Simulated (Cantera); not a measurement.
An isothermal, constant-pressure homogeneous reactor starts with NO : N₂ = 1 : 0.55 (molar parts), at 1725 K and 0.133 bar. Integrator tolerance rtol = 1e-08.

Detailed kinetics in Cantera: GRI-Mech 3.0 (53 species, 325 reactions).

**Question.** What does this change do: 0.14 parts H2O added?

**Answer.** 
```json
[
 {"quantity": "x(NO) at 5.00 s", "before": "0.582 (gas-phase equilibrium 0.00366)", "after": "0.536 (gas-phase equilibrium 0.00336)"},
 {"quantity": "x(N₂O) at 5.00 s", "before": "0.000123 (gas-phase equilibrium 7.20e-8)", "after": "6.87e-5 (gas-phase equilibrium 6.32e-8)"},
 {"quantity": "x(O₂) at 5.00 s", "before": "0.0313 (gas-phase equilibrium 0.321)", "after": "0.0273 (gas-phase equilibrium 0.294)"},
 {"quantity": "x(NO₂) at 5.00 s", "before": "0.000249 (gas-phase equilibrium 4.87e-6)", "after": "0.000207 (gas-phase equilibrium 4.28e-6)"},
 {"quantity": "x(O) at 5.00 s", "before": "3.25e-5 (gas-phase equilibrium 9.06e-5)", "after": "2.82e-5 (gas-phase equilibrium 8.67e-5)"},
 {"quantity": "x(N₂) at 5.00 s", "before": "0.386 (gas-phase equilibrium 0.676)", "after": "0.353 (gas-phase equilibrium 0.619)"}
]
```

**Question.** What does this change do: temperature 1725 to 1925 K?

**Answer.** 
| quantity | before | after |
|---|---|---|
| x(NO) at 5.00 s | 0.582 (gas-phase equilibrium 0.00366) | 0.290 (gas-phase equilibrium 0.00707) |
| x(N₂O) at 5.00 s | 0.000123 (gas-phase equilibrium 7.20e-8) | 2.96e-5 (gas-phase equilibrium 1.35e-7) |
| x(O₂) at 5.00 s | 0.0313 (gas-phase equilibrium 0.321) | 0.177 (gas-phase equilibrium 0.319) |
| x(NO₂) at 5.00 s | 0.000249 (gas-phase equilibrium 4.87e-6) | 0.000190 (gas-phase equilibrium 6.24e-6) |
| x(O) at 5.00 s | 3.25e-5 (gas-phase equilibrium 9.06e-5) | 0.000437 (gas-phase equilibrium 0.000572) |
| x(N₂) at 5.00 s | 0.386 (gas-phase equilibrium 0.676) | 0.532 (gas-phase equilibrium 0.674) |
